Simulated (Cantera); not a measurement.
Input (Python, Cantera):

```python
import numpy as np
import cantera as ct

gas = ct.Solution("gri30.yaml")


def delay(T, t_max=10):
    gas.TPX = T, 1100000, {'CH4': 1, 'H2': 0.56, 'O2': 2.59, 'N2': 9.74}
    reactor = ct.IdealGasConstPressureReactor(gas, clone=False)
    net = ct.ReactorNet([reactor])
    net.rtol, net.atol = 1e-8, 1e-16
    while net.time < t_max:
        t_old, T_old = net.time, reactor.T
        net.step()
        if reactor.T > T + 400:  # ignition: a rise of 400 K
            return t_old + (T + 400 - T_old) / (reactor.T - T_old) * (net.time - t_old)
    return np.nan


taus = []
for T in [1100, 1175, 1250, 1325, 1400, 1475]:
    taus.append(delay(T))
    print(f"T0 = {T:6g} K   tau = {taus[-1]:.4e} s")
```

Output:

```
T0 =   1100 K   tau = 1.5166e-03 s
T0 =   1175 K   tau = 4.4313e-04 s
T0 =   1250 K   tau = 1.8965e-04 s
T0 =   1325 K   tau = 1.0110e-04 s
T0 =   1400 K   tau = 5.9358e-05 s
T0 =   1475 K   tau = 3.6508e-05 s
```

Computed with Cantera and GRI-Mech 3.0 (53 species, 325 reactions).
